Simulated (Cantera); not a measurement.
## Adiabatic ignition

An adiabatic, constant-volume homogeneous reactor starts with 12.1 % CH₄, 11.2 % CO, 15.7 % O₂, 61.0 % N₂, at 1175 K and 5.40 bar.

Model: GRI-Mech 3.0 (53 species, 325 reactions), integrated in Cantera.

```
t (s)     T (K)  P (bar)     x CH₄   x CO     x O₂     x H₂O    x C₂H₄     x CH₂    x NO₂
--------  -----  -------  --------  -----  -------  --------  --------  --------  -------
8.00e-6    1175     5.40     0.121  0.112    0.157   2.67e-8    <1e-12    <1e-12   <1e-12
1.94e-5    1175     5.40     0.121  0.112    0.157   7.88e-8  1.77e-12    <1e-12   <1e-12
4.70e-5    1175     5.40     0.121  0.112    0.157   2.55e-7  3.18e-11    <1e-12   <1e-12
0.000114   1175     5.40     0.121  0.112    0.157   9.10e-7  5.64e-10    <1e-12   <1e-12
0.000276   1175     5.40     0.121  0.112    0.157   3.59e-6   8.52e-9    <1e-12   <1e-12
0.000670   1175     5.40     0.121  0.112    0.157   1.37e-5   7.08e-8    <1e-12   <1e-12
0.00162    1175     5.40     0.121  0.112    0.157   4.31e-5   3.14e-7    <1e-12   <1e-12
0.00394    1176     5.41     0.120  0.112    0.157  0.000130   1.32e-6    <1e-12   <1e-12
0.00955    1180     5.42     0.120  0.112    0.156  0.000448   7.68e-6    <1e-12   <1e-12
0.0232     1203     5.53     0.118  0.112    0.154   0.00236   9.78e-5  3.18e-12   <1e-12
0.0561     2727     13.6  1.98e-10  0.173  5.02e-5     0.134    <1e-12  2.09e-11  1.77e-8
0.136      2727     13.6  1.98e-10  0.173  5.02e-5     0.134    <1e-12  2.09e-11  1.77e-8
0.330      2727     13.6  1.98e-10  0.173  5.02e-5     0.134    <1e-12  2.09e-11  1.77e-8
0.800      2727     13.6  1.98e-10  0.173  5.02e-5     0.134    <1e-12  2.09e-11  1.77e-8
```
x: mole fraction; the columns are a selection and need not sum to one.

| Quantity | Value |
|---|---|
| time of steepest temperature rise | 36.0 ms |
| temperature at 0.800 s | 2727 K |
| equilibrium temperature | 2727 K |
| x(CH₄) at 0.800 s | 1.98e-10 (gas-phase equilibrium 2.21e-10) |
| x(CO) at 0.800 s | 0.173 (gas-phase equilibrium 0.173) |
| x(O₂) at 0.800 s | 5.02e-5 (gas-phase equilibrium 5.02e-5) |
